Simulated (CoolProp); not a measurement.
Vapour-liquid equilibrium of methanol (1) + dimethyl carbonate (2) at 135.55 °C; x and y are mole fractions of (1).

Computed with CoolProp (multi-fluid Helmholtz-energy mixture model, de Reuck 1993 and Zhou 2011; pair parameters Bell 2016).

| x | bubble pressure (kPa) | y at the bubble point | dew pressure at overall composition x (kPa) | liquid density (mol/L) |
|---|---|---|---|---|
| 0.05 | 432.3 | 0.194 | 374.2 | 10.31 |
| 0.125 | 526.8 | 0.367 | 402.6 | 10.71 |
| 0.2 | 606.0 | 0.477 | 435.3 | 11.14 |
| 0.275 | 672.6 | 0.555 | 472.8 | 11.62 |
| 0.35 | 728.9 | 0.615 | 516.0 | 12.16 |
| 0.425 | 776.8 | 0.663 | (withheld) | 12.75 |
| 0.5 | 817.9 | 0.704 | 624.3 | 13.41 |
| 0.575 | 853.5 | 0.742 | (withheld) | 14.16 |
| 0.65 | 884.7 | 0.778 | (withheld) | 15.00 |
| 0.725 | 912.0 | (withheld) | (withheld) | 15.95 |
| 0.8 | 935.6 | 0.855 | 901.5 | 17.04 |
| 0.875 | 955.0 | 0.901 | 944.9 | 18.29 |
| 0.95 | 968.6 | 0.956 | 967.6 | 19.73 |

Q: Complete the blanks.

A: 
- 0.425, dew pressure at overall composition x (kPa): 566.2
- 0.575, dew pressure at overall composition x (kPa): 690.8
- 0.65, dew pressure at overall composition x (kPa): 764.2
- 0.725, y at the bubble point: 0.815
- 0.725, dew pressure at overall composition x (kPa): 838.2

No azeotrope shows between x = 0.05 and 0.95.

Pair parameters are fitted to limited data, so mixtures are less certain than the pure fluids.
